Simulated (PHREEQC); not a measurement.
A solution holds 0.0059 mol NH3, 2.2e-05 mol H4SiO4 and 0.0091 mol CO2 per kg of water, at 25 °C. Closed to the air; pH follows from the charge balance.

Model: ion-association model, phreeqc.dat, run in PHREEQC.

```
quantity                   before    after
------------------------  -------  -------
pH                           6.58     6.50
ionic strength (mol/kgw)  0.00589  0.00585
HCO3- (mol/kgw)           0.00589  0.00585
CO2 (mol/kgw)             0.00321  0.00325
CO3-2 (mol/kgw)           1.33e-6  1.60e-6
(CO2)2 (mol/kgw)          1.90e-7  3.97e-7
```

**Question.** What was changed between the two runs?
A. NH3 left out
B. diluted 10-fold with water
C. temperature from 25 to 50 °C
D. H4SiO4 left out

**Answer.** C, temperature from 25 to 50 °C

No solid was allowed to form. Away from 25 °C the constants follow the database's enthalpies or fits; those with neither stay at their 25 °C values.
